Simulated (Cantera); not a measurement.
A closed system holds: 1 mol ZrO2, 3.4 mol H2, 18 mol N2, held at 1327 °C and 0.0220 bar.

Equilibrium computed with Cantera from the NASA thermochemical tables; the gas is ideal and each condensed phase is pure. Candidate condensed phases: H2O, Zr, ZrN, ZrO2; 28 gas species. Kinetics and transport are ignored.

**Question.** What is the equilibrium state?

**Answer.** 
- x(N2) = 0.841
- x(H2) = 0.159
- x(H) = 0.000146
- x(H2O) = 2.85e-6
- n(ZrO2(tetragonal)) = 1.000 mol
- gas amount = 21.40 mol
- log10 activity of Zr(β) (absent) = -6.23
